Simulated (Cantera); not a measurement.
## Thermodynamics of thermal oxidation and active oxidation of silicon, feed Si + H₂O + H₂

Feed: 1 mol Si, 0.0025 mol H₂O, 11 mol H₂, equilibrated at 2273 K.

Method: chemical equilibrium by Gibbs-energy minimisation in Cantera with the NASA 1993 tables (ideal gas, pure condensed phases). Candidate condensed phases: H₂O, Si, SiO₂; 18 gas species. Gases not in the tables: Si₂H₆ and higher silanes. Kinetics and transport are ignored.

```json
[
 {"P (Pa)": "0.100", "log p H₂": "-7.90", "log p H": "-6.03", "log p Si": "-7.36", "log p SiH": "-11.72", "log p Si₂": "-13.31", "log p SiH₂": "-15.50", "log p SiO": "-9.96", "log p Si₃": "<-18", "n Si(l)": "0"},
 {"P (Pa)": "0.600", "log p H₂": "-6.40", "log p H": "-5.27", "log p Si": "-6.56", "log p SiH": "-10.17", "log p Si₂": "-11.71", "log p SiH₂": "-13.20", "log p SiO": "-9.16", "log p Si₃": "-15.86", "n Si(l)": "0"},
 {"P (Pa)": "3.60", "log p H₂": "-5.05", "log p H": "-4.60", "log p Si": "-5.71", "log p SiH": "-8.65", "log p Si₂": "-10.02", "log p SiH₂": "-11.01", "log p SiO": "-8.31", "log p Si₃": "-13.32", "n Si(l)": "0"},
 {"P (Pa)": "22", "log p H₂": "-3.94", "log p H": "-4.04", "log p Si": "-4.84", "log p SiH": "-7.22", "log p Si₂": "-8.28", "log p SiH₂": "-9.02", "log p SiO": "-7.44", "log p Si₃": "-10.71", "n Si(l)": "0"},
 {"P (Pa)": "130", "log p H₂": "-3.02", "log p H": "-3.59", "log p Si": "-4.02", "log p SiH": "-5.95", "log p Si₂": "-6.64", "log p SiH₂": "-7.29", "log p SiO": "-6.61", "log p Si₃": "-8.24", "n Si(l)": "0"},
 {"P (Pa)": "770", "log p H₂": "-2.19", "log p H": "-3.17", "log p Si": "-3.24", "log p SiH": "-4.75", "log p Si₂": "-5.08", "log p SiH₂": "-5.68", "log p SiO": "-5.81", "log p Si₃": "-5.91", "n Si(l)": "0"},
 {"P (Pa)": "4600", "log p H₂": "-1.36", "log p H": "-2.76", "log p Si": "-3.14", "log p SiH": "-4.23", "log p Si₂": "-4.87", "log p SiH₂": "-4.74", "log p SiO": "-5.00", "log p Si₃": "-5.59", "n Si(l)": "0.788"},
 {"P (Pa)": "28000", "log p H₂": "-0.56", "log p H": "-2.36", "log p Si": "-3.14", "log p SiH": "-3.83", "log p Si₂": "-4.87", "log p SiH₂": "-3.94", "log p SiO": "-4.20", "log p Si₃": "-5.59", "n Si(l)": "0.957"},
 {"P (Pa)": "170000", "log p H₂": "0.23", "log p H": "-1.96", "log p Si": "-3.14", "log p SiH": "-3.44", "log p Si₂": "-4.87", "log p SiH₂": "-3.15", "log p SiO": "-3.42", "log p Si₃": "-5.59", "n Si(l)": "0.986"},
 {"P (Pa)": "1000000", "log p H₂": "1.00", "log p H": "-1.58", "log p Si": "-3.14", "log p SiH": "-3.05", "log p Si₂": "-4.87", "log p SiH₂": "-2.38", "log p SiO": "-2.65", "log p Si₃": "-5.59", "n Si(l)": "0.991"}
]
```
log p: log10 of the partial pressure in bar; n: condensed amount in mol.

From 0.100 Pa to 7.70 mbar nothing is condensed. From 46.0 mbar to 10.0 bar the condensed part is Si(l). The main Si-bearing gas is Si at 0.100 Pa and SiH₂ at 10.0 bar.
